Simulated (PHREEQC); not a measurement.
A column of 0.2 m (40 cells, dispersivity 0.016 m, 60 s a shift, diffusion coefficient 3e-10 m²/s) holds 0.052 eq of the database's cation exchanger X per kg of pore water, first in equilibrium with 0.025 mol MnCl2, 0.0028 mol KBr and 1e-05 mol HCl per kg of water. It is flushed with 59 mmol/kgw ZnCl2 and 0.01 mmol/kgw HCl, at 15 °C. Values are for the last cell. No CO2 enters from the air. Precipitation was switched off in this run.

The series has 31 steps of pore volumes, from 0 to 3.013.

All values are PHREEQC results (ion-association model, phreeqc.dat), not measurements.

After how many pore volumes does Zn at the outlet first reach half of its feed value?

By 1.4 pore volumes.
